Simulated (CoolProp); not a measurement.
A single-stage vapour-compression cycle with c-C4F8 (RC318): evaporating at 259.15 K (dew point), condensing at 293.15 K (bubble point), superheat 2 K, subcooling 2 K, compressor efficiency 0.85, no pressure losses. Each further row changes one setting.

Values from CoolProp's reference Helmholtz-energy equation of state, Platzer 1990. This equation is an older, rougher fit; its heat capacities, sound speeds and derivatives of the liquid may be far off and weren't checked against measurements.

```
case                              cooling COP  pressure ratio  discharge temperature (K)  refrigerating effect (kJ/kg)  volumetric capacity (kJ/m³)
--------------------------------  -----------  --------------  -------------------------  ----------------------------  ---------------------------
as stated                                5.38            3.70                      293.2                          87.2                          596
evaporating temperature 264.15 K         6.64            2.98                      293.2                          90.6                          760
condensing temperature 288.15 K          6.56            3.12                      288.1                          92.6                          633
subcooling 7 K                           5.72            3.70                      293.2                          92.6                          633
superheat 12 K                           5.54            3.70                      296.9                          94.6                          620
compressor efficiency 0.75               4.75            3.70                      293.2                          87.2                          596
```

The compression ends wet for: as stated; evaporating temperature 264.15 K; condensing temperature 288.15 K; subcooling 7 K; compressor efficiency 0.75.
